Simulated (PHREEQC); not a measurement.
Consider water at 25 °C with 0.23 mol/kgw HNO3, 0.075 mol/kgw FeCl3 and 0.035 mol/kgw MnSO4. It is in equilibrium with CO2 at log p = -3.4 (atm). Otherwise closed; pH follows from the charge balance.

All values are PHREEQC results (ion-association model, phreeqc.dat), not measurements.

```json
[
 {"quantity": "pH", "before": "0.80", "after": "0.93"},
 {"quantity": "ionic strength (mol/kgw)", "before": "0.554", "after": "0.552"},
 {"quantity": "Cl- (mol/kgw)", "before": "0.183", "after": "0.183"},
 {"quantity": "FeCl+2 (mol/kgw)", "before": "0.0280", "after": "0.0277"},
 {"quantity": "Fe+3 (mol/kgw)", "before": "0.0191", "after": "0.0188"},
 {"quantity": "FeCl2+ (mol/kgw)", "before": "0.00451", "after": "0.00448"},
 {"quantity": "SI of Goethite (FeOOH)", "before": "+0.59", "after": "+0.98"},
 {"quantity": "SI of Hematite (Fe2O3)", "before": "+3.20", "after": "+3.97"}
]
```

Question: Which change was made?
A) diluted 2-fold with water
B) MnSO4 replaced by Li2SO4 at the same molality
C) 0.057 mol/kgw LiOH added
D) HNO3 from 0.23 to 0.046 mol/kgw
E) MnSO4 left out

Answer: C, 0.057 mol/kgw LiOH added

Precipitation was switched off in this run. Some of these states are supersaturated (in Hematite (slow to form), Goethite (slow to form), for instance).
